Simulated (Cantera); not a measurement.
A Cantera script and what it prints.

```python
import numpy as np
import cantera as ct

gas_names = """
    H H2 Pb Pb2
""".split()
cond_names = """
    Pb(cr) Pb(L)
""".split()


def load(file, names, dense=False):
    # The tables refer to 1 bar. Condensed volumes are neglected.
    table = {s.name: s for s in ct.Species.list_from_file(file)}
    out = []
    for n in names:
        d = dict(table[n].input_data)
        d["thermo"] = dict(d["thermo"], **{"reference-pressure": 1e5})
        if dense:
            d["equation-of-state"] = {"model": "constant-volume", "density": "1e6 g/cm^3"}
        out.append(ct.Species.from_dict(d))
    return out


gas = ct.Solution(thermo="ideal-gas", species=load("nasa_gas.yaml", gas_names))
cond = {s.name: ct.Solution(thermo="fixed-stoichiometry", species=[s], name=s.name)
        for s in load("nasa_condensed.yaml", cond_names, dense=True)}
atoms = {
    'Pb': {'Pb': 1},
    'H2': {'H': 2},
}
top_T = {}  # K; cautious upper limits of use, not melting points


def equilibrate(T, P, feed):
    n = {}
    for name, mol in feed.items():
        for a, k in atoms[name].items():
            n[a] = n.get(a, 0.0) + k * mol
    gas.TPX = T, P, n
    mass = sum(n.values()) * gas.mean_molecular_weight
    gas.equilibrate("TP")
    valid = [c for c in cond.values() if c.min_temp <= T <= top_T.get(c.name, c.max_temp)]
    mix = ct.Mixture([(gas, mass / gas.mean_molecular_weight)] + [(c, 0.0) for c in valid])
    mix.T, mix.P = T, P
    mix.equilibrate("TP", solver="vcs", rtol=1e-11, max_steps=5000)
    return mix


results = []
feed = {'Pb': 1, 'H2': 11}  # mol
for P in [10, 52, 270, 1400, 7200, 37000, 190000, 1000000]:
    for T in [650, 700, 750, 800, 850, 900, 950, 1000, 1050, 1100, 1150, 1200, 1250, 1300]:
        mix = equilibrate(T, P, feed)
        results.append((T, P, feed, dict(zip(mix.species_names, mix.species_moles))))

for T, P, feed, n in results:
    print(f"{T:7g} {P:10.4g}  " + (" + ".join(c for c in cond_names if n.get(c, 0) > 1e-12) or "gas only"))
```

Result:

```
    650         10  Pb(L)
    700         10  Pb(L)
    750         10  Pb(L)
    800         10  Pb(L)
    850         10  Pb(L)
    900         10  Pb(L)
    950         10  Pb(L)
   1000         10  gas only
   1050         10  gas only
   1100         10  gas only
   1150         10  gas only
   1200         10  gas only
   1250         10  gas only
   1300         10  gas only
    650         52  Pb(L)
    700         52  Pb(L)
    750         52  Pb(L)
    800         52  Pb(L)
    850         52  Pb(L)
    900         52  Pb(L)
    950         52  Pb(L)
   1000         52  Pb(L)
   1050         52  gas only
   1100         52  gas only
   1150         52  gas only
   1200         52  gas only
   1250         52  gas only
   1300         52  gas only
    650        270  Pb(L)
    700        270  Pb(L)
    750        270  Pb(L)
    800        270  Pb(L)
    850        270  Pb(L)
    900        270  Pb(L)
    950        270  Pb(L)
   1000        270  Pb(L)
   1050        270  Pb(L)
   1100        270  Pb(L)
   1150        270  gas only
   1200        270  gas only
   1250        270  gas only
   1300        270  gas only
    650       1400  Pb(L)
    700       1400  Pb(L)
    750       1400  Pb(L)
    800       1400  Pb(L)
    850       1400  Pb(L)
    900       1400  Pb(L)
    950       1400  Pb(L)
   1000       1400  Pb(L)
   1050       1400  Pb(L)
   1100       1400  Pb(L)
   1150       1400  Pb(L)
   1200       1400  Pb(L)
   1250       1400  gas only
   1300       1400  gas only
    650       7200  Pb(L)
    700       7200  Pb(L)
    750       7200  Pb(L)
    800       7200  Pb(L)
    850       7200  Pb(L)
    900       7200  Pb(L)
    950       7200  Pb(L)
   1000       7200  Pb(L)
   1050       7200  Pb(L)
   1100       7200  Pb(L)
   1150       7200  Pb(L)
   1200       7200  Pb(L)
   1250       7200  Pb(L)
   1300       7200  Pb(L)
    650    3.7e+04  Pb(L)
    700    3.7e+04  Pb(L)
    750    3.7e+04  Pb(L)
    800    3.7e+04  Pb(L)
    850    3.7e+04  Pb(L)
    900    3.7e+04  Pb(L)
    950    3.7e+04  Pb(L)
   1000    3.7e+04  Pb(L)
   1050    3.7e+04  Pb(L)
   1100    3.7e+04  Pb(L)
   1150    3.7e+04  Pb(L)
   1200    3.7e+04  Pb(L)
   1250    3.7e+04  Pb(L)
   1300    3.7e+04  Pb(L)
    650    1.9e+05  Pb(L)
    700    1.9e+05  Pb(L)
    750    1.9e+05  Pb(L)
    800    1.9e+05  Pb(L)
    850    1.9e+05  Pb(L)
    900    1.9e+05  Pb(L)
    950    1.9e+05  Pb(L)
   1000    1.9e+05  Pb(L)
   1050    1.9e+05  Pb(L)
   1100    1.9e+05  Pb(L)
   1150    1.9e+05  Pb(L)
   1200    1.9e+05  Pb(L)
   1250    1.9e+05  Pb(L)
   1300    1.9e+05  Pb(L)
    650      1e+06  Pb(L)
    700      1e+06  Pb(L)
    750      1e+06  Pb(L)
    800      1e+06  Pb(L)
    850      1e+06  Pb(L)
    900      1e+06  Pb(L)
    950      1e+06  Pb(L)
   1000      1e+06  Pb(L)
   1050      1e+06  Pb(L)
   1100      1e+06  Pb(L)
   1150      1e+06  Pb(L)
   1200      1e+06  Pb(L)
   1250      1e+06  Pb(L)
   1300      1e+06  Pb(L)
```

Method: chemical equilibrium by Gibbs-energy minimisation in Cantera with the NASA 1993 tables (ideal gas, pure condensed phases).
